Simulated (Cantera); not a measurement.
Charge: 1 mol SiCl4, 0.13 mol H2O, 72 mol H2, at 1002 °C and 10.0 Torr.

Method: chemical equilibrium by Gibbs-energy minimisation in Cantera with the NASA 1993 tables (ideal gas, pure condensed phases). Candidate condensed phases: H2O, Si, SiO2; 30 gas species. Mutual solubility and eutectic melting of coexisting phases are not modelled. The tables' values for SiCl3 are old estimates; treat these amounts as uncertain. The tables hold silica as quartz up to 1696 K and as liquid above; real silica turns to tridymite and cristobalite and melts near 1996 K. Rates play no part.

Base state: H2 0.952, HCl 0.0422, SiCl2 0.00485, SiCl3 0.000335, SiO 0.000306, SiCl4 0.000151, SiHCl3 0.000137, SiH2Cl2 1.73e-5 (mole fractions); condensed: Si(s) + SiO2(β-quartz).

Question: What changes in the equilibrium state with this change: temperature from 1002 °C to 775 °C?

Answer: 
| species | before | after |
|---|---|---|
| H2 | 0.952 | 0.967 |
| HCl | 0.0422 | 0.0243 |
| SiCl4 | 0.000151 | 0.00496 |
| SiO | 0.000306 | 2.64e-7 |
| SiHCl3 | 0.000137 | 0.00201 |
| Si(s), mol | 0.517 | 0.290 |
| SiO2(β-quartz), mol | 0.0536 | 0.0650 |
